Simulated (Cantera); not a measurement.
An isothermal, constant-pressure homogeneous reactor starts with 20.0 % H2, 80.0 % O2, equivalence ratio 0.12, at 1350 K and 0.00220 bar.

Cantera simulation using the H2/O2 subset of GRI-Mech 3.0, which has no nitrogen chemistry; the numbers are that mechanism's predictions, not measurements. Radical loss at walls, strong at low pressure, is not modelled. The temperature is held fixed by assumption; the heat of reaction is taken as removed at once.

One state of this run: x H2 = 0.0154; x O2 = 0.680; x H2O = 0.144; x H2O2 = 4.90e-8; x H = 0.0641; x OH = 0.0177; x HO2 = 9.84e-7. x: mole fraction; the columns are a selection and need not sum to one.

Question: Which value of t (s) does it belong to?
A) 24.1
B) 9.00e-6
C) 0.352
D) 0.00512

Answer: D, 0.00512
